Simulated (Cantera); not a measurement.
A closed system holds: 1 mol NaI, 0.069 mol O2, 2 mol H2, at 0.100 bar.

These are equilibrium values from Cantera (NASA tables, ideal gas, pure condensed phases), not measurements of a reactor. Candidate condensed phases: H2O, I2, Na, NaI, NaOH, NaO2, Na2O, Na2O2; 20 gas species. Gases not in the tables: NaBr and NaI dimers. Equilibrium is a limit: real reactors are often held back by kinetics, nucleation or transport.

### Question
At 950 °C, list the 4 most abundant gas species with their mole fractions, and the condensed phases.

### Answer
H2 0.674, NaI 0.276, H2O 0.0499, Na 0.000243. Condensed: NaI(l).
